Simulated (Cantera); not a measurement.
A closed system holds: 1 mol CuO, 2800 mol H2, held at 1325 °C and 0.270 bar.

Cantera equilibrium calculation (NASA polynomials, part measured and part estimated; ideal gas, pure solids and liquids). Candidate condensed phases: Cu, CuO, Cu(OH)2, Cu2O, H2O; 12 gas species. The numbers say what is thermodynamically allowed, not how fast it happens.

Base state: H2 0.999, H2O 0.000357, Cu 0.000143, H 0.000103 (mole fractions); condensed: Cu(l).

**Question.** What changes in the equilibrium state with this change: temperature from 1325 °C to 402 °C?

**Answer.** 
| species | before | after |
|---|---|---|
| H2 | 0.999 | 1.000 |
| H2O | 0.000357 | 0.000357 |
| Cu | 0.000143 | <1e-9 |
| H | 0.000103 | <1e-9 |
| Cu(l), mol | 0.598 | 0 |
| Cu(s), mol | 0 | 1.00 |

**Question.** What changes in the equilibrium state with this change: temperature from 1325 °C to 1252 °C?

**Answer.** 
```csv
species,before,after
H2,0.999,1.000
H2O,0.000357,0.000357
Cu,0.000143,4.61e-5
H,0.000103,4.55e-5
"Cu(l), mol",0.598,0.871
```
